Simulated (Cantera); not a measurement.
What does this Cantera script print?

```python
import numpy as np
import cantera as ct

gas_names = """
    H HNO HNO2 HNO3 HO2 H2 H2O H2O2 N NH NH2 NH3 NH2OH NO NO2 NO3 N2 N2H2 N2H4 N2O O OH O2 O3
""".split()
cond_names = """
    H2O(s) H2O(L)
""".split()


# ... load() reads the species with a 1 bar reference pressure and builds the phases ...
atoms = {
    'NH3': {'N': 1, 'H': 3},
    'O2': {'O': 2},
    'N2': {'N': 2},
}
top_T = {}  # K; cautious upper limits of use, not melting points


# ... equilibrate(T, P, feed) seeds the gas with the atoms and calls Mixture.equilibrate('TP', solver="vcs", rtol=1e-11, max_steps=5000) ...
results = []
feed = {'NH3': 1, 'O2': 1.1, 'N2': 1.3}  # mol
P = 1333.22  # Pa
for T in [775, 975, 1175, 1375, 1575, 1775, 1975, 2175, 2375, 2575, 2775, 2975, 3175, 3375]:
    mix = equilibrate(T, P, feed)
    results.append((T, P, feed, dict(zip(mix.species_names, mix.species_moles))))
    x = sorted(zip(gas.X, gas.species_names), reverse=True)
    print(f"T = {T:g} K  P = {P:g} Pa  gas = {mix.phase_moles(0):.4g} mol")
    print("   x: " + "  ".join(f"{s} {v:.3e}" for v, s in x if v > 0.0001))
    print("   condensed (mol): " + ("  ".join(f"{mix.phase(i).name} {mix.phase_moles(i):.4g}"
          for i in range(1, mix.n_phases) if mix.phase_moles(i) > 1e-12) or "none"))
```

Output:

```
T = 775 K  P = 1333.22 Pa  gas = 3.65 mol
   x: N2 4.932e-01  H2O 4.110e-01  O2 9.589e-02
   condensed (mol): none
T = 975 K  P = 1333.22 Pa  gas = 3.65 mol
   x: N2 4.931e-01  H2O 4.110e-01  O2 9.588e-02
   condensed (mol): none
T = 1175 K  P = 1333.22 Pa  gas = 3.65 mol
   x: N2 4.931e-01  H2O 4.110e-01  O2 9.584e-02
   condensed (mol): none
T = 1375 K  P = 1333.22 Pa  gas = 3.65 mol
   x: N2 4.930e-01  H2O 4.109e-01  O2 9.569e-02  NO 3.353e-04  OH 1.170e-04
   condensed (mol): none
T = 1575 K  P = 1333.22 Pa  gas = 3.651 mol
   x: N2 4.926e-01  H2O 4.105e-01  O2 9.524e-02  NO 9.240e-04  OH 7.129e-04
   condensed (mol): none
T = 1775 K  P = 1333.22 Pa  gas = 3.654 mol
   x: N2 4.916e-01  H2O 4.085e-01  O2 9.418e-02  OH 2.880e-03  NO 2.017e-03  H2 4.904e-04  O 2.544e-04
   condensed (mol): none
T = 1975 K  P = 1333.22 Pa  gas = 3.667 mol
   x: N2 4.890e-01  H2O 4.016e-01  O2 9.220e-02  OH 8.681e-03  NO 3.729e-03  H2 2.730e-03  O 1.449e-03  H 6.191e-04
   condensed (mol): none
T = 2175 K  P = 1333.22 Pa  gas = 3.713 mol
   x: N2 4.818e-01  H2O 3.807e-01  O2 8.949e-02  OH 2.086e-02  H2 1.073e-02  NO 6.086e-03  O 5.967e-03  H 4.380e-03
   condensed (mol): none
T = 2375 K  P = 1333.22 Pa  gas = 3.846 mol
   x: N2 4.635e-01  H2O 3.285e-01  O2 8.703e-02  OH 4.103e-02  H2 3.032e-02  H 2.127e-02  O 1.936e-02  NO 9.008e-03
   condensed (mol): none
T = 2575 K  P = 1333.22 Pa  gas = 4.176 mol
   x: N2 4.249e-01  H2O 2.317e-01  O2 8.330e-02  H 7.276e-02  OH 6.454e-02  H2 5.884e-02  O 5.186e-02  NO 1.208e-02
   condensed (mol): none
T = 2775 K  P = 1333.22 Pa  gas = 4.822 mol
   x: N2 3.663e-01  H 1.751e-01  H2O 1.132e-01  O 1.131e-01  OH 7.471e-02  H2 7.293e-02  O2 7.057e-02  NO 1.404e-02
   condensed (mol): none
T = 2975 K  P = 1333.22 Pa  gas = 5.694 mol
   x: N2 3.093e-01  H 2.953e-01  O 1.918e-01  OH 5.753e-02  H2 5.444e-02  O2 4.548e-02  H2O 3.256e-02  NO 1.350e-02
   condensed (mol): none
T = 3175 K  P = 1333.22 Pa  gas = 6.385 mol
   x: H 3.736e-01  N2 2.763e-01  O 2.539e-01  OH 3.055e-02  H2 2.700e-02  O2 2.156e-02  NO 1.107e-02  H2O 5.854e-03  N 1.842e-04
   condensed (mol): none
T = 3375 K  P = 1333.22 Pa  gas = 6.735 mol
   x: H 4.072e-01  O 2.865e-01  N2 2.628e-01  OH 1.362e-02  H2 1.141e-02  O2 8.658e-03  NO 8.385e-03  H2O 8.901e-04  N 5.315e-04
   condensed (mol): none
```

Method: chemical equilibrium by Gibbs-energy minimisation in Cantera with the NASA 1993 tables (ideal gas, pure condensed phases).
